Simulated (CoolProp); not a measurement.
Methanol along the isobar 0.834 MPa: fugacity coefficient from the reference equation and from simpler models built on Tc = 513.4 K, pc = 8.216 MPa, ω = 0.565; each cubic takes its own stable root.

Computed with CoolProp (reference Helmholtz-energy equation of state, de Reuck 1993).

```json
[
 {"T (K)": "328.9", "phase": "liquid", "reference": "0.08359", "Redlich-Kwong": "?", "Soave-Redlich-Kwong": "0.08010", "Peng-Robinson": "0.08327"},
 {"T (K)": "356.2", "phase": "liquid", "reference": "0.2311", "Redlich-Kwong": "0.7410", "Soave-Redlich-Kwong": "0.2354", "Peng-Robinson": "0.2390"},
 {"T (K)": "383.6", "phase": "liquid", "reference": "0.5373", "Redlich-Kwong": "0.9223", "Soave-Redlich-Kwong": "0.5645", "Peng-Robinson": "0.5643"},
 {"T (K)": "411", "phase": "gas", "reference": "0.9035", "Redlich-Kwong": "0.9357", "Soave-Redlich-Kwong": "0.9237", "Peng-Robinson": "0.9195"},
 {"T (K)": "438.4", "phase": "gas", "reference": "0.9329", "Redlich-Kwong": "0.9463", "Soave-Redlich-Kwong": "0.9387", "Peng-Robinson": "0.9346"},
 {"T (K)": "465.8", "phase": "gas", "reference": "0.9505", "Redlich-Kwong": "0.9546", "Soave-Redlich-Kwong": "0.9505", "Peng-Robinson": "0.9465"},
 {"T (K)": "493.2", "phase": "gas", "reference": "0.9621", "Redlich-Kwong": "0.9614", "Soave-Redlich-Kwong": "0.9599", "Peng-Robinson": "?"},
 {"T (K)": "520.6", "phase": "gas", "reference": "?", "Redlich-Kwong": "0.9670", "Soave-Redlich-Kwong": "0.9675", "Peng-Robinson": "0.9638"}
]
```

Q: Fill in the missing entries.

A: 
- 328.9, Redlich-Kwong: 0.3752
- 493.2, Peng-Robinson: 0.9560
- 520.6, reference: 0.9701

At some of these states Redlich-Kwong gives the other phase, because its saturation line lies elsewhere.
